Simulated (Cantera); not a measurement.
Input: 1 mol toluene, 2.7 mol H2, 0.69 mol N2, held at 852 °C and 5630 Torr.

Cantera equilibrium calculation (NASA polynomials, part measured and part estimated; ideal gas, pure solids and liquids). Candidate condensed phases: C, C6H6, C7H8, C8H18; 92 gas species. Rates play no part.

Base state: H2 0.767, CH4 0.127, N2 0.105, NH3 0.000453 (mole fractions); condensed: C(graphite).

Task: What changes in the equilibrium state with this change: temperature from 852 °C to 2025 °C?

Result: 
| species | before | after |
|---|---|---|
| H2 | 0.767 | 0.892 |
| N2 | 0.105 | 0.0871 |
| HCN | 8.71e-6 | 0.0114 |
| CH4 | 0.127 | 0.00128 |
| H | 1.42e-8 | 0.00331 |
| C2H2 (acetylene) | 1.76e-8 | 0.00382 |
| C(graphite), mol | 6.17 | 6.84 |

Task: What changes in the equilibrium state with this change: toluene replaced by C?

Result: 
| species | before | after |
|---|---|---|
| H2 | 0.767 | 0.677 |
| N2 | 0.105 | 0.224 |
| CH4 | 0.127 | 0.0991 |
| HCN | 8.71e-6 | 1.19e-5 |
| NH3 | 0.000453 | 0.000548 |
| C(graphite), mol | 6.17 | 0.694 |

Task: What changes in the equilibrium state with this change: temperature from 852 °C to 302 °C?

Result: 
```tsv
species	before	after
CH4	0.127	0.807
N2	0.105	0.168
H2	0.767	0.0236
NH3	0.000453	0.000724
C(graphite), mol	6.17	3.70
```
